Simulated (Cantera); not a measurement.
A perfectly stirred reactor is fed with CH4 : O2 : N2 = 1 : 1.25 : 4.7 (molar parts), equivalence ratio 1.6, at 7500 Torr; it is adiabatic with a 775 K inlet, and is followed from long to short residence time, starting on the burning branch (τ in s: 0.067, 0.034, 0.018, 0.0091, 0.0047, 0.0024, 0.0012, 0.00063, 0.00033, 0.00017, 8.6e-05, 4.4e-05).

Detailed kinetics in Cantera: GRI-Mech 3.0 (53 species, 325 reactions).

Predict: blow-out, bracketed by the residence times tried; x(CH4) at τ = 67.0 ms; x(O2) at τ = 67.0 ms; x(CH3) at τ = 67.0 ms; x(H) at τ = 67.0 ms; x(CH2) at τ = 67.0 ms; x(CH4) at τ = 1.20 ms; x(O2) at τ = 1.20 ms; x(CH3) at τ = 1.20 ms; x(H) at τ = 1.20 ms; x(CH2) at τ = 1.20 ms.


```
Item                                                                          Result
------------------------------------------------  ----------------------------------
blow-out, bracketed by the residence times tried  burning at 86.0 µs, out at 44.0 µs
x(CH4) at τ = 67.0 ms                                                       0.000258
x(O2) at τ = 67.0 ms                                                         2.39e-5
x(CH3) at τ = 67.0 ms                                                        2.76e-5
x(H) at τ = 67.0 ms                                                         0.000547
x(CH2) at τ = 67.0 ms                                                        2.01e-7
x(CH4) at τ = 1.20 ms                                                        0.00388
x(O2) at τ = 1.20 ms                                                         0.00105
x(CH3) at τ = 1.20 ms                                                       0.000550
x(H) at τ = 1.20 ms                                                         0.000649
x(CH2) at τ = 1.20 ms                                                        5.87e-6
```
